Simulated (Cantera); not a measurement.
What does this Cantera script print?

```python
import numpy as np
import cantera as ct

gas_names = """
    CL CLO CL2 H HCL HNO HNO2 HNO3 HOCL HO2 H2 H2O H2O2 N NH NH2 NH3 NH2OH NO NO2 NO3 N2 N2H2 N2H4 N2O O
    OH O2 O3 Sr SrCL SrCL2 SrO SrOH SrO2H2
""".split()
cond_names = """
    H2O(s) H2O(L) NH4CL(a) NH4CL(b) Sr(a) Sr(b) Sr(L) SrCL2(a) SrCL2(b) SrCL2(L) SrO(s) SrO(L) SrO2H2(s)
    SrO2H2(L)
""".split()


# ... load() reads the species with a 1 bar reference pressure and builds the phases ...
atoms = {
    'SrCl2': {'Sr': 1, 'CL': 2},
    'H2O': {'H': 2, 'O': 1},
    'N2': {'N': 2},
}
top_T = {}  # K; cautious upper limits of use, not melting points


# ... equilibrate(T, P, feed) seeds the gas with the atoms and calls Mixture.equilibrate('TP', solver="vcs", rtol=1e-11, max_steps=5000) ...
results = []
feed = {'SrCl2': 1, 'H2O': 2.3, 'N2': 180}  # mol
P = 83  # Pa
for T in [1075, 1150, 1225, 1300, 1375, 1450, 1525, 1600, 1675, 1750, 1825, 1900, 1975, 2050]:
    mix = equilibrate(T, P, feed)
    results.append((T, P, feed, dict(zip(mix.species_names, mix.species_moles))))

top = {s: max(r[3][s] / sum(r[3][g] for g in gas_names) for r in results) for s in gas_names}
cols = sorted((s for s in top if top[s] > 0.001), key=lambda s: -top[s])[:8]
seen = [c for c in cond_names if any(r[3].get(c, 0) > 1e-12 for r in results)]
print("log10 of partial pressures in bar; condensed amounts in mol")
print(f"{'T/K':>10s}" + "".join(f"{s[:9]:>10s}" for s in cols + seen))
for T, P, feed, n in results:
    ng = sum(n[g] for g in gas_names)
    print(f"{T:10.4g}" + "".join(f"{np.log10(max(n[s] / ng * P / 1e5, 1e-99)):10.3f}" for s in cols)
          + "".join(f"{n.get(c, 0):10.4g}" for c in seen))
```

Result:

```
log10 of partial pressures in bar; condensed amounts in mol
       T/K        N2       H2O     SrCL2         H        H2       HCL        CL        O2  SrCL2(b)  SrCL2(L)    SrO(s)
      1075    -3.087    -4.987    -7.500   -12.469    -9.272    -6.487    -9.728    -9.739    0.9572         0   0.03582
      1150    -3.087    -4.999    -6.483   -11.486    -8.717    -6.059    -8.883    -9.298         0    0.8314   0.09619
      1225    -3.088    -5.024    -5.645   -10.613    -8.212    -5.715    -8.180    -8.973         0    0.2871    0.2131
      1300    -3.089    -5.029    -5.459    -9.863    -7.813    -5.679    -7.803    -8.556         0         0    0.2329
      1375    -3.089    -5.026    -5.449    -9.199    -7.468    -5.719    -7.532    -8.145         0         0    0.2143
      1450    -3.089    -5.024    -5.441    -8.602    -7.155    -5.754    -7.290    -7.785         0         0    0.2003
      1525    -3.089    -5.025    -5.436    -8.062    -6.872    -5.786    -7.072    -7.467         0         0    0.1901
      1600    -3.089    -5.028    -5.432    -7.572    -6.616    -5.816    -6.874    -7.182         0         0    0.1832
      1675    -3.089    -5.036    -5.431    -7.128    -6.385    -5.845    -6.695    -6.925         0         0    0.1788
      1750    -3.089    -5.050    -5.432    -6.724    -6.180    -5.875    -6.531    -6.693         0         0    0.1757
      1825    -3.089    -5.074    -5.437    -6.357    -6.001    -5.909    -6.382    -6.483         0         0    0.1694
      1900    -3.090    -5.112    -5.446    -6.026    -5.852    -5.950    -6.247    -6.291         0         0    0.1479
      1975    -3.091    -5.170    -5.465    -5.733    -5.738    -6.003    -6.124    -6.110         0         0   0.07354
      2050    -3.092    -5.265    -5.517    -5.472    -5.656    -5.982    -5.929    -5.976         0         0         0
```

Equilibrium computed with Cantera from the NASA thermochemical tables; the gas is ideal and each condensed phase is pure. Mutual solubility and eutectic melting of coexisting phases are not modelled. Condensed phases not in the tables: oxide chlorides.
